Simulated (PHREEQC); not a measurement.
Make-up at 25 °C: 75 mmol/kgw ZnSO4, 0.09 mmol/kgw Na2SO4 and 0.93 mmol/kgw FeSO4. Closed to the air; pH follows from the charge balance.

Model: ion-association model, phreeqc.dat, run in PHREEQC.

| quantity | before | after |
|---|---|---|
| pH | 5.57 | 5.79 |
| ionic strength (mol/kgw) | 0.157 | 0.0214 |
| Zn+2 (mol/kgw) | 0.0387 | 0.00527 |
| SO4-2 (mol/kgw) | 0.0319 | 0.00526 |
| ZnSO4 (mol/kgw) | 0.0288 | 0.00213 |
| Zn(SO4)2-2 (mol/kgw) | 0.00750 | 9.29e-5 |
| SI of Zn(OH)2(e) (Zn(OH)2) | -2.26 | -2.44 |

Question: What was changed between the two runs?
A) diluted 10-fold with water
B) Na2SO4 from 9e-05 to 8.1e-05 mol/kgw
C) Na2SO4 left out
D) FeSO4 replaced by KHSO4 at the same molality

Answer: A, diluted 10-fold with water

This is a speciation only: nothing precipitates in the calculation.
